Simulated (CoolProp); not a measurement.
A single-stage vapour-compression cycle with hydrogen sulfide: evaporating at 211.15 K (dew point), condensing at 246.15 K (bubble point), superheat 2 K, subcooling 5 K, compressor efficiency 0.85, no pressure losses. Each further row changes one setting.

Computed with CoolProp (reference Helmholtz-energy equation of state, Lemmon 2006). It is a short technical equation, of lower accuracy than the large ones.

| case | cooling COP | pressure ratio | discharge temperature (K) | refrigerating effect (kJ/kg) | volumetric capacity (kJ/m³) |
|---|---|---|---|---|---|
| as stated | 4.44 | 4.59 | 326.8 | 490 | 894 |
| evaporating temperature 216.15 K | 5.43 | 3.57 | 312.2 | 494 | 1140 |
| condensing temperature 241.15 K | 5.29 | 3.80 | 310.6 | 500 | 913 |
| subcooling 10 K | 4.53 | 4.59 | 326.8 | 500 | 913 |
| superheat 12 K | 4.31 | 4.59 | 341.8 | 501 | 869 |
| compressor efficiency 0.75 | 3.92 | 4.59 | 340.8 | 490 | 894 |
